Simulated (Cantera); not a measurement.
## Equilibrium for abatement and gas-phase synthesis: CO2 + SO2 + O2

Input: 1 mol CO2, 0.11 mol SO2, 2.7 mol O2, at 823 K and 0.133 bar.

Equilibrium computed with Cantera from the NASA thermochemical tables; the gas is ideal and each condensed phase is pure. Candidate condensed phases: C, S; 22 gas species. The numbers say what is thermodynamically allowed, not how fast it happens.

| Property | Result |
|---|---|
| x(O2) | 0.705 |
| x(CO2) | 0.266 |
| x(SO3) | 0.0256 |
| x(SO2) | 0.00366 |
| gas amount | 3.762 mol |
| log10 activity of S(l) (absent) | -21.20 |
| log10 activity of C(graphite) (absent) | -25.53 |
